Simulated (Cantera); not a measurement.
Source: NASA polynomial tables (part measured, part estimated), evaluated in Cantera. Values are per mole of reaction as written; species without (g) are pure solids or liquids, kept so even where they would boil at 1 bar.

BCl₃(g) → B + 3 Cl(g), with ΔH° = 766.9 kJ and ΔS° = 211.3 J/K at 300 K.

Problem. How far is the shortcut ΔG° ≈ ΔH°(300 K) − T·ΔS°(300 K) from the full temperature-dependent value at 1423, 1523, 1623, 1723, 1823, 1923, 2023 K?

Solution. 
```csv
T (K),shortcut (kJ),full (kJ),difference (kJ),difference in log10 K
1423,466.2,451.0,15.1,-0.56
1523,445.1,427.8,17.3,-0.59
1623,423.9,404.5,19.4,-0.63
1723,402.8,381.1,21.7,-0.66
1823,381.7,357.7,24.0,-0.69
1923,360.5,334.1,26.4,-0.72
2023,339.4,310.6,28.8,-0.74
```
The shortcut ignores the heat-capacity change of the reaction.
